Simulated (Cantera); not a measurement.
What does this Cantera script print?

```python
import numpy as np
import cantera as ct

gas = ct.Solution("gri30.yaml")
gas.TPX = 1373, 17, {'C3H8': 1, 'H2': 4.3}
reactor = ct.IdealGasConstPressureReactor(gas, energy="off", clone=False)
net = ct.ReactorNet([reactor])
net.rtol, net.atol = 1e-08, 1e-18
show = ['C3H8', 'H2', 'C2H6', 'H', 'CH4', 'C2H', 'C2H2']
times = np.geomspace(0.0004, 70, 13)

steps = ct.SolutionArray(gas, extra=["t"])
rows = []
print(f"{'t/s':>10s}{'T/K':>9s}{'P/Pa':>11s}" + "".join(f"{s:>11s}" for s in show))
for t in times:
    while net.time < t:
        t_next = net.step()
        steps.append(gas.state, t=t_next)
    rows.append([np.interp(t, steps.t, y) for y in (steps.T, steps.P, *steps(*show).X.T)])
    print(f"{t:10.3e}{rows[-1][0]:9.1f}{rows[-1][1]:11.4g}" + "".join(f"{x:11.3e}" for x in rows[-1][2:]))
rate = np.gradient(steps.T, steps.t)
print("integrator steps:", len(steps.t))
if steps.T.max() > steps.T[0] + 200:
    print(f"time of steepest temperature rise: {steps.t[rate.argmax()]:.4e} s")
gas.TPX = 1373, 17, {'C3H8': 1, 'H2': 4.3}
gas.equilibrate("TP")
print(f"equilibrium (TP): T = {gas.T:.1f} K  " + "  ".join(f"{s} {gas[s].X[0]:.3e}" for s in show))
```

Output:

```
       t/s      T/K       P/Pa       C3H8         H2       C2H6          H        CH4        C2H       C2H2
 4.000e-04   1373.0         17  1.885e-01  8.112e-01  1.017e-06  6.725e-06  3.180e-06  1.565e-20  3.788e-12
 1.094e-03   1373.0         17  1.881e-01  8.109e-01  7.243e-06  2.976e-05  2.392e-05  3.115e-18  1.303e-10
 2.992e-03   1373.0         17  1.867e-01  8.100e-01  4.728e-05  9.048e-05  1.934e-04  8.031e-16  9.797e-09
 8.181e-03   1373.0         17  1.812e-01  8.062e-01  2.440e-04  2.200e-04  1.741e-03  1.773e-13  8.395e-07
 2.237e-02   1373.0         17  1.571e-01  7.888e-01  8.111e-04  5.671e-04  1.491e-02  2.804e-11  4.948e-05
 6.119e-02   1373.0         17  6.552e-02  7.239e-01  1.596e-03  1.777e-03  8.468e-02  4.556e-09  2.342e-03
 1.673e-01   1373.0         17  1.018e-03  6.846e-01  4.599e-04  1.783e-03  1.558e-01  6.055e-08  2.922e-02
 4.576e-01   1373.0         17  1.028e-05  6.917e-01  1.141e-04  4.888e-04  1.594e-01  2.830e-08  5.033e-02
 1.251e+00   1373.0         17  7.175e-08  6.965e-01  3.963e-05  1.712e-04  1.580e-01  1.245e-08  6.367e-02
 3.422e+00   1373.0         17  1.037e-09  7.005e-01  1.259e-05  6.876e-05  1.562e-01  5.869e-09  7.515e-02
 9.360e+00   1373.0         17  1.188e-10  7.043e-01  3.316e-06  3.091e-05  1.542e-01  3.026e-09  8.666e-02
 2.560e+01   1373.0         17  2.997e-11  7.087e-01  1.089e-06  1.779e-05  1.519e-01  1.996e-09  9.996e-02
 7.000e+01   1373.0         17  2.242e-11  7.145e-01  1.021e-06  1.875e-05  1.487e-01  2.458e-09  1.177e-01
integrator steps: 1101
equilibrium (TP): T = 1373.0 K  C3H8 1.337e-16  H2 8.189e-01  C2H6 9.841e-11  H 2.327e-04  CH4 2.027e-04  C2H 4.083e-08  C2H2 1.806e-01
```

Detailed kinetics in Cantera: GRI-Mech 3.0 (53 species, 325 reactions). GRI-Mech 3.0 was tuned for natural gas; its chemistry of propane as a main component is partial and can be far from experiment. GRI-Mech 3.0 stops at C3 and has no aromatics, soot or wall deposition, so with more carbon than oxygen in the feed, carbon stays in small species such as C2H2 where larger ones or solid carbon would form. Radical loss at walls, strong at low pressure, is not modelled.
